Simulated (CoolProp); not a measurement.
The fluid at 277.81 K and 3.03 MPa flows at 12 m/s in a round tube of 2 mm bore and 15 µm roughness, fully developed (64/Re and Nu = 3.66 if laminar; Colebrook and Gnielinski if turbulent). The same conditions are run with several fluids, on thermodynamics alone (safety and materials aside).

Values from CoolProp's reference Helmholtz-energy equation of state of each fluid (propane: Lemmon 2009; C2F6 (R116): Lemmon 2006; ethanol: Schroeder 2014; n-octane: Beckmüller 2019; propylene: Lemmon 2013).

| fluid | Reynolds number | Darcy friction factor | pressure drop (Pa/m) | heat-transfer coefficient (W/(m² K)) | mass flow (kg/h) |
|---|---|---|---|---|---|
| propane | 102000 | 0.0352 | 668000 | 36500 | 71.6 |
| C2F6 (R116) | 259000 | 0.0348 | 1410000 | 40700 | 153 |
| ethanol | 11600 | 0.0398 | 1150000 | 13800 | 109 |
| n-octane | 25000 | 0.0372 | 959000 | 18500 | 97.3 |
| propylene | 110000 | 0.0351 | 688000 | 42100 | 73.9 |

Transport values come from each fluid's own correlations; those of C2F6 (R116), propylene are estimates that may be off by 10 % or more.
